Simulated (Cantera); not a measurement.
## Reactions in the system Cl-Cs-H-N

Source: NASA polynomial tables (part measured, part estimated), evaluated in Cantera. Values are per mole of reaction as written; species without (g) are pure solids or liquids, kept so even where they would boil at 1 bar.

2 NH₃(g) + 6 CsCl ⇌ 6 HCl(g) + 6 Cs(g) + N₂(g)

```csv
T (K),ΔH° (kJ),ΔS° (J/K),ΔG° (kJ),log10 K
300,2654.0,1373.6,2241.9,-390.34
475,2641.0,1340.2,2004.4,-220.42
525,2636.3,1330.7,1937.7,-192.78
575,2631.1,1321.2,1871.4,-170.00
625,2625.4,1311.8,1805.5,-150.90
675,2619.4,1302.5,1740.2,-134.66
725,2612.9,1293.3,1675.3,-120.70
775,2583.3,1253.5,1611.8,-108.63
825,2576.0,1244.4,1549.4,-98.10
875,2568.7,1235.8,1487.4,-88.79
```
